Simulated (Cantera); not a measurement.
An isothermal, constant-pressure homogeneous reactor starts with H2 : O2 : N2 = 0.028 : 1 : 1.6 (molar parts), equivalence ratio 0.014, at 1473 K and 0.00878 atm.

Computed with Cantera and the H2/O2 subset of GRI-Mech 3.0, which has no nitrogen chemistry. Radical loss at walls, strong at low pressure, is not modelled.

x: mole fraction; the columns are a selection and need not sum to one.

| t (s) | x H2 | x O2 | x O | x H2O | x OH |
|---|---|---|---|---|---|
| 5.00e-5 | 0.0107 | 0.381 | 2.59e-9 | 1.44e-10 | 2.56e-9 |
| 0.000107 | 0.0107 | 0.381 | (withheld) | (withheld) | (withheld) |
| 0.000229 | 0.0107 | 0.381 | 3.11e-8 | 8.43e-9 | 2.97e-8 |
| 0.000491 | 0.0107 | 0.381 | 1.08e-7 | 5.90e-8 | 9.95e-8 |
| 0.00105 | 0.0107 | 0.381 | 5.61e-7 | 5.17e-7 | 5.02e-7 |
| 0.00226 | 0.0106 | 0.381 | 9.76e-6 | 1.15e-5 | 8.65e-6 |
| 0.00483 | 0.00692 | 0.377 | 0.00224 | 0.00269 | 0.00163 |
| 0.0103 | 0.000113 | 0.371 | 0.00868 | 0.00941 | 0.00159 |
| 0.0222 | 0.000103 | 0.371 | 0.00863 | 0.00945 | 0.00155 |
| 0.0475 | 0.000102 | 0.371 | 0.00846 | 0.00947 | 0.00154 |
| 0.102 | 9.76e-5 | 0.371 | 0.00810 | 0.00951 | 0.00151 |
| 0.218 | 8.97e-5 | 0.372 | 0.00740 | 0.00959 | 0.00145 |
| 0.467 | 7.57e-5 | 0.373 | 0.00616 | 0.00973 | 0.00133 |
| 1.00 | 5.43e-5 | 0.374 | 0.00434 | 0.00994 | 0.00113 |

**Question.** What belongs in the gaps?

**Answer.** 
- 0.000107, x O: 9.41e-9
- 0.000107, x H2O: 1.16e-9
- 0.000107, x OH: 9.20e-9
